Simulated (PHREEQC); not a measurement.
## Leach liquor (model solution)

Make-up at 87 °C: 90 mmol/kgw H2SO4, 13.2 mmol/kgw FeSO4 and 8.8 mmol/kgw MgSO4. Closed to the air; pH follows from the charge balance.

All values are PHREEQC results (Pitzer model, pitzer.dat), not measurements.

Precipitation was switched off in this run.

Problem. Estimate the pH, ionic strength.

Solution. pH 1.22; ionic strength 0.159 mol/kgw.

Problem. In which forms is S present?

Solution. HSO4- 89 %, SO4-2 11 % of the S.

Away from 25 °C the constants follow the database's enthalpies or fits; those with neither stay at their 25 °C values.
